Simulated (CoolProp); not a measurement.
Properties of dimethyl ether along the isotherm 411.3 K.

Model: reference Helmholtz-energy equation of state, Wu 2011, in CoolProp.

```tsv
p (MPa)	phase	Joule-Thomson coefficient (K/MPa)	isothermal compressibility (1/MPa)	viscosity (µPa s)
2.67	gas	9.737	0.4707	13.6
5.34	supercritical	12.01	0.4760	16.9
8	supercritical	2.585	0.07513	40.8
10.7	supercritical	1.191	0.02760	49.6
13.3	supercritical	0.7284	0.01723	55.5
16	supercritical	0.4732	0.01247	60.5
18.7	supercritical	0.3133	0.009817	64.9
21.3	supercritical	0.2059	0.008172	68.8
24	supercritical	0.1231	0.006979	72.5
26.7	supercritical	0.05921	0.006101	76.0
```

Viscosity comes from a separate model (Meng 2012).
